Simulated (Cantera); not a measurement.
# Equilibrium for silicon nitride deposition: SiH4 + NH3 + H2

A closed system holds: 1 mol SiH4, 5.8 mol NH3, 16 mol H2, held at 1300 K and 13.3 mbar.

These are equilibrium values from Cantera (NASA tables, ideal gas, pure condensed phases), not measurements of a reactor. Candidate condensed phases: Si, Si3N4; 18 gas species. Rates play no part.

```
Quantity                             Result
--------------------------------  ---------
x(H2)                                 0.923
x(N2)                                0.0772
x(H)                                9.20e-6
n(Si3N4(s))                       0.333 mol
gas amount                        28.93 mol
log10 activity of Si(s) (absent)      -2.21
```
